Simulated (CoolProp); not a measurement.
Octamethyltrisiloxane (MDM) along the isotherm 575 K: density (kg/m³) from the reference equation and from simpler models built on Tc = 565.4 K, pc = 14.38 bar, ω = 0.528; each cubic takes its own stable root.

Values from CoolProp's reference Helmholtz-energy equation of state, Thol 2017.

```
p (bar)          phase  reference  Redlich-Kwong  Soave-Redlich-Kwong
-------  -------------  ---------  -------------  -------------------
0.0682             gas     0.3379         0.3379               0.3379
0.14               gas     0.6948         0.6949               0.6948
0.288              gas      1.434          1.434                1.434
0.59               gas      2.957          2.959                2.958
1.21               gas      6.151          6.158                6.155
2.49               gas      13.06          13.08                13.07
5.11               gas      28.81          28.90                28.82
10.5               gas      73.48          73.42                72.62
21.6     supercritical      409.4          352.8                340.9
```
